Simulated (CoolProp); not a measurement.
Saturation properties of chloromethane (R40) (Tc = 418.6 K, pc = 6929 kPa, ω = 0.150).

Computed with CoolProp (reference Helmholtz-energy equation of state, Thol 2014).

| T (K) | p (kPa) | liquid density (kg/m³) | enthalpy of vaporisation (kJ/kg) | surface tension (mN/m) |
|---|---|---|---|---|
| 258 | 146.6 | 987.8 | 419.0 | ? |
| 266.5 | 203.7 | 972.5 | 410.0 | 20.5 |
| 275.1 | ? | 956.7 | 400.7 | 19.1 |
| 283.6 | 369.3 | 940.5 | 391.1 | 17.7 |
| 292.2 | ? | 923.7 | 381.1 | 16.3 |
| 300.7 | 621.3 | 906.6 | 370.7 | 15.0 |
| 309.3 | 788.4 | 888.6 | ? | ? |
| 317.8 | 984.2 | 870.2 | 348.3 | 12.3 |

### Question
Some entries are withheld; supply them.

### Answer

- 258, surface tension (mN/m): 22.0
- 275.1, p (kPa): 277.6
- 292.2, p (kPa): 483.8
- 309.3, enthalpy of vaporisation (kJ/kg): 359.7
- 309.3, surface tension (mN/m): 13.6

It boils at 249.2 K under 1 atm.

Surface tension comes from a separate correlation (Mulero 2014).
